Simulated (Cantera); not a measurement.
# Stirred combustor or abatement burner

A perfectly stirred reactor is fed with H₂ : O₂ : N₂ = 1 : 0.588 : 2.21 (molar parts), equivalence ratio 0.85, at 3750 Torr; it is adiabatic with a 450 K inlet, and is followed from long to short residence time, starting on the burning branch (τ in s: 0.29, 0.13, 0.056, 0.025, 0.011, 0.0047, 0.0021, 0.00091, 0.0004, 0.00018, 7.7e-05, 3.4e-05).

Detailed kinetics in Cantera: GRI-Mech 3.0 (53 species, 325 reactions). The hydrogen kinetics of GRI-Mech 3.0 are dated; newer H2 mechanisms differ, most at raised pressure.

```csv
τ (s),T (K),x H₂,x O₂,x NO,x HO₂,x H₂O,x H,x NO₂
0.29,2358,0.00250,0.0236,0.00514,4.84e-6,0.297,0.000293,4.00e-6
0.13,2358,0.00251,0.0238,0.00481,4.88e-6,0.297,0.000296,3.76e-6
0.056,2359,0.00254,0.0241,0.00417,4.97e-6,0.296,0.000302,3.29e-6
0.025,2360,0.00260,0.0245,0.00321,5.12e-6,0.296,0.000315,2.57e-6
0.011,2361,0.00274,0.0251,0.00209,5.35e-6,0.296,0.000341,1.71e-6
0.0047,2359,0.00305,0.0256,0.00117,5.72e-6,0.295,0.000398,9.79e-7
0.0021,2352,0.00366,0.0260,0.000645,6.36e-6,0.294,0.000516,5.61e-7
0.00091,2338,0.00489,0.0265,0.000361,7.71e-6,0.292,0.000791,3.26e-7
0.00040,2313,0.00702,0.0272,0.000215,1.04e-5,0.288,0.00138,1.94e-7
0.00018,2273,0.0102,0.0283,0.000134,1.54e-5,0.283,0.00252,1.15e-7
7.7e-5,2208,0.0151,0.0301,8.59e-5,2.48e-5,0.274,0.00481,6.71e-8
3.4e-5,2121,0.0210,0.0328,6.29e-5,3.98e-5,0.264,0.00863,4.50e-8
```
x: mole fraction; the columns are a selection and need not sum to one.
